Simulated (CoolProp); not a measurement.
A single-stage vapour-compression cycle with the fluid: evaporating at 260.15 K (dew point), condensing at 299.15 K (bubble point), superheat 8 K, subcooling 0 K, compressor efficiency 0.8, no pressure losses. The same conditions are run with several fluids, on thermodynamics alone (safety and materials aside).

Values from CoolProp's reference Helmholtz-energy equation of state of each fluid (C3F8 (R218): Lemmon 2006; isobutane: Bücker 2006; isobutene: Lemmon 2005; c-C4F8 (RC318): Platzer 1990; chlorine: Thol 2021; sulfur hexafluoride: Guder 2009). The equations of Platzer and Polt are older, rougher fits.

Problem. Rank C3F8 (R218), isobutane, isobutene, c-C4F8 (RC318), chlorine, sulfur hexafluoride by cooling COP, highest first.

Solution. isobutene (4.61), isobutane (4.54), chlorine (4.50), c-C4F8 (RC318) (4.20), C3F8 (R218) (3.74), sulfur hexafluoride (3.45)

```json
[
 {"fluid": "C3F8 (R218)", "pressure ratio": "3.36", "discharge temperature (K)": "299.2", "refrigerating effect (kJ/kg)": "59.3", "volumetric capacity (kJ/m³)": "1460"},
 {"fluid": "isobutane", "pressure ratio": "3.74", "discharge temperature (K)": "312.1", "refrigerating effect (kJ/kg)": "288", "volumetric capacity (kJ/m³)": "751"},
 {"fluid": "isobutene", "pressure ratio": "3.95", "discharge temperature (K)": "317.1", "refrigerating effect (kJ/kg)": "320", "volumetric capacity (kJ/m³)": "663"},
 {"fluid": "c-C4F8 (RC318)", "pressure ratio": "4.30", "discharge temperature (K)": "299.2", "refrigerating effect (kJ/kg)": "83.4", "volumetric capacity (kJ/m³)": "580"},
 {"fluid": "chlorine", "pressure ratio": "3.40", "discharge temperature (K)": "383.0", "refrigerating effect (kJ/kg)": "241", "volumetric capacity (kJ/m³)": "1880"},
 {"fluid": "sulfur hexafluoride", "pressure ratio": "2.82", "discharge temperature (K)": "310.2", "refrigerating effect (kJ/kg)": "55.9", "volumetric capacity (kJ/m³)": "3730"}
]
```

The compression ends wet for: C3F8 (R218); c-C4F8 (RC318).
